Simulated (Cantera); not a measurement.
**Si2Cl6 + N2 + H2 (silicon nitride deposition)**

Feed: 1 mol Si2Cl6, a varied amount of N2, 0.13 mol H2, at 2023 K and 19.0 Pa.

These are equilibrium values from Cantera (NASA tables, ideal gas, pure condensed phases), not measurements of a reactor. Candidate condensed phases: NH4Cl, Si, Si3N4; 28 gas species. The feed counts by its element totals alone. The tables' values for SiCl, SiCl3, SiN are old estimates; treat these amounts as uncertain. Equilibrium is a limit: real reactors are often held back by kinetics, nucleation or transport.

From 1.9 mol N2 to 32 mol N2 nothing is condensed. The main Si-bearing gas is SiCl2 throughout.

```csv
n(N2) (mol),x N2,x SiCl2,x Cl,x HCl,x Si
1.9,0.318,0.322,0.305,0.0412,0.00466
2.8,0.405,0.277,0.267,0.0354,0.00521
4.3,0.509,0.224,0.224,0.0286,0.00604
6.4,0.603,0.176,0.184,0.0225,0.00700
9.6,0.690,0.131,0.147,0.0168,0.00813
14,0.759,0.0951,0.118,0.0124,0.00917
22,0.825,0.0614,0.0902,0.00828,0.0101
32,0.867,0.0408,0.0722,0.00578,0.0105
```
x: gas mole fraction; nothing condenses.
